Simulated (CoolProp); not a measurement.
Carbon monoxide at 293.15 K and 13.5 MPa is throttled through a valve to 3.33 MPa with no heat exchange. Each further row changes one setting.

Computed with CoolProp (reference Helmholtz-energy equation of state, Lemmon 2006). It is a short technical equation, of lower accuracy than the large ones.

```csv
case,temperature change (K),final phase,final density (kg/m³)
as stated,-19.7,gas,[?]
outlet pressure 0.999 MPa,[?],gas,12.7
outlet pressure 4.33 MPa,[?],[?],[?]
```

Question: Some entries are withheld; supply them.

Answer: 
- as stated, final density (kg/m³): 41.8
- outlet pressure 0.999 MPa, temperature change (K): -26.3
- outlet pressure 4.33 MPa, temperature change (K): -17.1
- outlet pressure 4.33 MPa, final phase: supercritical
- outlet pressure 4.33 MPa, final density (kg/m³): 53.9
